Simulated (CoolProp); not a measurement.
Values from CoolProp's reference Helmholtz-energy equation of state, Gao 2020.

**Question.** Give the vapour pressure (kPa), liquid density (kg/m³), enthalpy of vaporisation (kJ/kg), liquid cp (kJ/(kg K)) of saturated ammonia at 374.7 K.

**Answer.** 
```csv
T (K),p (kPa),liquid density (kg/m³),enthalpy of vaporisation (kJ/kg),liquid cp (kJ/(kg K))
374.7,6450,452,701,7.15
```
